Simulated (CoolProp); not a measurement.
Vapour-liquid equilibrium of CF4 (R14) (1) + R13 (2) at 150.1 K; x and y are mole fractions of (1).

Values from CoolProp's multi-fluid Helmholtz-energy mixture model, Platzer 1990 and Platzer 1990; pair parameters Bell 2016. This equation is an older, rougher fit; its heat capacities, sound speeds and derivatives of the liquid may be far off and weren't checked against measurements.

| x | bubble pressure, mixture model (kPa) | bubble pressure, Raoult's law (kPa) | y, mixture model | y, Raoult's law |
|---|---|---|---|---|
| 0.05 | 16.26 | 12.15 | 0.687 | 0.585 |
| 0.15 | 35.27 | 25.83 | 0.868 | 0.825 |
| 0.25 | 51.30 | 39.51 | 0.917 | 0.899 |
| 0.35 | 65.17 | 53.19 | 0.941 | 0.935 |
| 0.45 | 77.58 | 66.87 | 0.956 | 0.956 |
| 0.55 | 89.07 | 80.55 | 0.967 | 0.970 |
| 0.65 | 100.2 | 94.24 | 0.975 | 0.980 |
| 0.75 | 111.3 | 107.9 | 0.983 | 0.988 |
| 0.85 | 122.9 | 121.6 | 0.990 | 0.993 |
| 0.95 | 135.4 | 135.3 | 0.996 | 0.998 |

The largest gap from Raoult's law is +36.5 % in bubble pressure, at x = 0.15. No azeotrope shows between x = 0.05 and 0.95.

Pair parameters are fitted to limited data, so mixtures are less certain than the pure fluids.
